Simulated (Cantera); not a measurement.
Premixed flame

A freely propagating, adiabatic, planar premixed flame of 21.3 % CO, 0.893 % H₂, 20.0 % O₂, 57.8 % N₂, equivalence ratio 0.55, unburnt at 350 K and 610000 Pa; mixture-averaged transport, grid criteria slope 0.08 and curve 0.16, no radiation.

Computed with Cantera and GRI-Mech 3.0 (53 species, 325 reactions). The hydrogen kinetics of GRI-Mech 3.0 are dated; newer H2 mechanisms differ, most at raised pressure. Burning velocities carry a grid error of a few per cent, more on coarse grids.

```tsv
z (mm)	T (K)	u (m/s)	x CO	x H₂	x O₂	x N₂O	x CO₂	x NO₂
-0.556	350	0.170	0.213	0.00869	0.200	<1e-8	5.43e-7	<1e-8
-0.371	351	0.170	0.213	0.00817	0.200	<1e-8	1.13e-5	<1e-8
-0.278	356	0.173	0.213	0.00743	0.200	<1e-8	0.000114	3.62e-8
-0.185	397	0.192	0.210	0.00584	0.199	3.00e-8	0.00146	3.86e-7
-0.0927	716	0.342	0.183	0.00305	0.188	4.95e-7	0.0235	3.28e-6
-0.0464	1112	0.520	0.142	0.00153	0.168	1.44e-6	0.0671	1.26e-6
0	1515	0.689	0.0883	0.000419	0.140	3.04e-6	0.130	3.28e-7
0.0464	1764	0.786	0.0504	0.000168	0.121	4.19e-6	0.176	3.48e-7
0.0927	1898	0.836	0.0312	0.000139	0.112	4.57e-6	0.200	4.17e-7
0.185	2019	0.881	0.0161	9.45e-5	0.106	4.48e-6	0.219	5.57e-7
0.371	2095	0.909	0.00726	4.65e-5	0.103	3.33e-6	0.229	6.29e-7
0.742	2132	0.922	0.00295	2.01e-5	0.101	1.71e-6	0.235	4.99e-7
1.48	2143	0.926	0.00152	1.13e-5	0.101	9.92e-7	0.236	4.11e-7
```
x: mole fraction of selected species; z is measured from the peak of heat release.

- laminar burning velocity = 17.0 cm/s
- thermal thickness = 0.185 mm
- grid points = 120
